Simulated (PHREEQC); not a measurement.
Solution (20 °C): 0.021 mol/kgw Al2(SO4)3, 0.00015 mol/kgw ZnCl2, 0.0048 mol/kgw NaHCO3 and 0.3 mol/kgw Na2SO4. Closed to the air; pH follows from the charge balance.

All values are PHREEQC results (ion-association model, phreeqc.dat), not measurements.

No solid was allowed to form.

Q: Estimate the pH, ionic strength, density.

A: pH 5.62; ionic strength 0.747 mol/kgw; density 1.043 g/cm³.

Q: In which forms is Al present?

A: Al(SO4)2- 48 %, AlSO4+ 43 %, AlOH+2 3.6 %, Al+3 3.2 %, Al(OH)2+ 2.3 % of the Al.

Examples of supersaturated solids here: Al(OH)3(a), Gibbsite (slow to form). Others may be too. Ionic strength above about 0.7 mol/kgw puts this run outside the model's range.
